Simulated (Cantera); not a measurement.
A closed system holds: 1 mol Si, 0.0029 mol H2O, 18 mol H2, equilibrated at 44.0 mbar.

These are equilibrium values from Cantera (NASA tables, ideal gas, pure condensed phases), not measurements of a reactor. Candidate condensed phases: H2O, Si, SiO2; 18 gas species. Mutual solubility and eutectic melting of coexisting phases are not modelled. The tables hold silica as quartz up to 1696 K and as liquid above; real silica turns to tridymite and cristobalite and melts near 1996 K. Gases not in the tables: Si2H6 and higher silanes. Equilibrium is a limit: real reactors are often held back by kinetics, nucleation or transport.

**Question.** Which condensed phases are stable at each of these points (T (K)): 1048, 1148, 1248, 1348, 1448, 1548, 1648, 1748, 1848, 1948, 2048?

**Answer.** 
```
T (K)        condensed phases  Si condensed (%)
-----  ----------------------  ----------------
1048   Si(s) + SiO2(β-quartz)             100.0
1148   Si(s) + SiO2(β-quartz)             100.0
1248   Si(s) + SiO2(β-quartz)              99.9
1348                    Si(s)              99.7
1448                    Si(s)              99.7
1548                    Si(s)              99.7
1648                    Si(s)              99.7
1748                    Si(l)              99.6
1848                    Si(l)              99.3
1948                    Si(l)              98.4
2048                    Si(l)              95.9
```

From 1048 K to 1248 K the condensed part is Si(s) + SiO2(β-quartz). From 1348 K to 1648 K the condensed part is Si(s). From 1748 K to 2048 K the condensed part is Si(l).
